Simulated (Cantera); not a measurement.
**SiCl₄ + Cl₂ + H₂ (chlorosilane synthesis and conversion)**

Input: 1 mol SiCl₄, 1.1 mol Cl₂, a varied amount of H₂, equilibrated at 602 °C and 1 atm.

Equilibrium computed with Cantera from the NASA thermochemical tables; the gas is ideal and each condensed phase is pure. Candidate condensed phases: Si; 19 gas species. Kinetics and transport are ignored.

```tsv
n(H₂) (mol)	x H₂	x HCl	x SiCl₄	x Cl₂	x SiHCl₃	x Cl	x SiCl₃	x SiH₂Cl₂
0.26	<1e-12	0.220	0.424	0.356	<1e-12	2.73e-5	4.59e-12	<1e-12
0.35	<1e-12	0.286	0.408	0.306	<1e-12	2.53e-5	4.77e-12	<1e-12
0.46	<1e-12	0.359	0.391	0.250	<1e-12	2.29e-5	5.05e-12	<1e-12
0.6	1.24e-12	0.444	0.370	0.185	<1e-12	1.97e-5	5.57e-12	<1e-12
0.79	3.23e-12	0.547	0.346	0.107	<1e-12	1.50e-5	6.83e-12	<1e-12
1	1.50e-11	0.645	0.323	0.0323	<1e-12	8.22e-6	1.16e-11	<1e-12
1.4	0.0856	0.629	0.286	5.36e-12	8.51e-5	1.06e-10	7.98e-7	2.32e-9
1.8	0.179	0.564	0.256	2.06e-12	0.000178	6.57e-11	1.15e-6	1.13e-8
2.4	0.289	0.489	0.222	<1e-12	0.000287	4.49e-11	1.46e-6	3.38e-8
3.1	0.384	0.423	0.192	<1e-12	0.000381	3.37e-11	1.69e-6	6.92e-8
4.1	0.483	0.355	0.161	<1e-12	0.000479	2.52e-11	1.89e-6	1.30e-7
5.4	0.573	0.294	0.133	<1e-12	0.000566	1.91e-11	2.05e-6	2.21e-7
7.2	0.655	0.237	0.107	<1e-12	0.000646	1.44e-11	2.19e-6	3.57e-7
```
x: gas mole fraction; nothing condenses.

From 0.26 mol H₂ to 7.2 mol H₂ nothing is condensed. The main Si-bearing gas is SiCl₄ throughout.
